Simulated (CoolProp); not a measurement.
Vapour-liquid equilibrium of carbon dioxide (1) + R143a (2) at -24.35 °C; x and y are mole fractions of (1).

The numbers come from the multi-fluid Helmholtz-energy mixture model, Span 1996 and Lemmon and Jacobsen 2000; pair parameters Bell 2016 in CoolProp.

```
x     bubble pressure (bar)  y at the bubble point  dew pressure at overall composition x (bar)  liquid density (mol/L)
----  ---------------------  ---------------------  -------------------------------------------  ----------------------
0.05                  3.272                  0.207                                        2.803                   13.43
0.2                   5.450                  0.581                                        3.248                   14.46
0.35                      …                  0.754                                        3.860                   15.62
0.5                   10.25                      …                                        4.758                   16.95
0.65                  12.39                  0.900                                        6.215                   18.53
0.8                   14.39                  0.943                                        8.965                   20.46
0.95                  16.45                  0.985                                        14.75                       …
```

### Question
Complete the blanks.

### Answer

- 0.35, bubble pressure (bar): 7.892
- 0.5, y at the bubble point: 0.844
- 0.95, liquid density (mol/L): 22.91

No azeotrope shows between x = 0.05 and 0.95.

Pair parameters are fitted to limited data, so mixtures are less certain than the pure fluids. The gap from Raoult's law changes sign with composition, which may be real or a fault of the pair parameters; it wasn't checked against measurements.
